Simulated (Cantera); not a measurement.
An adiabatic, constant-pressure homogeneous reactor starts with CH4 : CO : O2 : N2 = 1 : 0.22 : 1.05 : 8.86 (molar parts), at 1500 K and 2200000 Pa.

Model: GRI-Mech 3.0 (53 species, 325 reactions), integrated in Cantera. The pressure lies above the range GRI-Mech 3.0 was tuned for (to about 10 atm).

Q: Predict: time of steepest temperature rise; temperature at 1.00 s; equilibrium temperature; x(CH4) at 1.00 s; x(CO) at 1.00 s; x(O2) at 1.00 s; x(HCO) at 1.00 s; x(N2O) at 1.00 s.

A: 
- time of steepest temperature rise: 0.332 ms
- temperature at 1.00 s: 2181 K
- equilibrium temperature: 2181 K
- x(CH4) at 1.00 s: 5.63e-9 (gas-phase equilibrium 6.23e-9)
- x(CO) at 1.00 s: 0.0866 (gas-phase equilibrium 0.0866)
- x(O2) at 1.00 s: 3.54e-8 (gas-phase equilibrium 3.54e-8)
- x(HCO) at 1.00 s: 1.50e-7 (gas-phase equilibrium 1.50e-7)
- x(N2O) at 1.00 s: 1.21e-9 (gas-phase equilibrium 1.21e-9)
